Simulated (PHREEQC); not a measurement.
Solution (25 °C): 0.17 mol/kgw HF, 0.00028 mol/kgw (CH3)4NF, 0.033 mol/kgw (NH4)2SiF6 and 0.00071 mol/kgw H2SO4. Closed to the air; pH follows from the charge balance.

Equilibrium calculation in PHREEQC: ion-association model, phreeqc.dat.

This is a speciation only: nothing precipitates in the calculation.

Estimate the pH.

pH 1.87.

In which forms is S present?

SO4-2 53 %, HSO4- 32 %, NH4SO4- 15 % of the S.

(CH3)4N+ isn't in the database: it is added as a free cation with an ion size of 4 Å. SiF6-2 is the database's only silicon fluoride.
